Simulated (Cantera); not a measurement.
Input: 1 mol Al(CH₃)₃, 1.7 mol O₂, 620 mol N₂, equilibrated at 0.0100 bar.

Equilibrium computed with Cantera from the NASA thermochemical tables; the gas is ideal and each condensed phase is pure. Candidate condensed phases: Al, AlN, Al₂O₃, C, C₆H₆, C₇H₈, C₈H₁₈, H₂O; 148 gas species. The feed counts by its element totals alone. Mutual solubility and eutectic melting of coexisting phases are not modelled. Condensed phases not in the tables: aluminium oxynitride. Kinetics and transport are ignored.

x: gas mole fraction; n: condensed amount in mol.

```csv
T (°C),x N₂,x H₂,x CO,x Al,x H,x Al₂O,n Al₂O₃(s),n C(graphite),n AlN(s)
602,0.990,0.00718,0.00303,<1e-12,4.25e-11,<1e-12,0.500,1.10,0
702,0.990,0.00718,0.00303,<1e-12,9.69e-10,<1e-12,0.500,1.10,0
802,0.990,0.00718,0.00303,<1e-12,1.24e-8,<1e-12,0.500,1.10,0
902,0.990,0.00718,0.00303,<1e-12,1.04e-7,<1e-12,0.500,1.10,0
1002,0.988,0.00717,0.00478,…,6.24e-7,<1e-12,0.134,0,0.731
1102,0.988,0.00717,0.00478,…,2.90e-6,4.17e-12,0.134,0,0.732
1202,0.988,0.00717,0.00478,…,1.10e-5,5.25e-10,0.134,0,0.733
1302,0.988,0.00716,0.00478,…,3.52e-5,3.53e-8,0.134,0,0.732
1402,0.988,0.00713,0.00478,…,9.80e-5,1.42e-6,0.133,0,0.724
1502,0.988,0.00705,0.00478,…,0.000243,3.72e-5,0.126,0,0.597
1602,0.987,0.00689,0.00477,…,0.000544,0.000266,0.0774,0,0
```

Question: Some entries are withheld; supply them.

Answer: 
- 1002, x Al: 7.42e-12
- 1102, x Al: 5.95e-10
- 1202, x Al: 2.62e-8
- 1302, x Al: 7.07e-7
- 1402, x Al: 1.28e-5
- 1502, x Al: 0.000167
- 1602, x Al: 0.000810
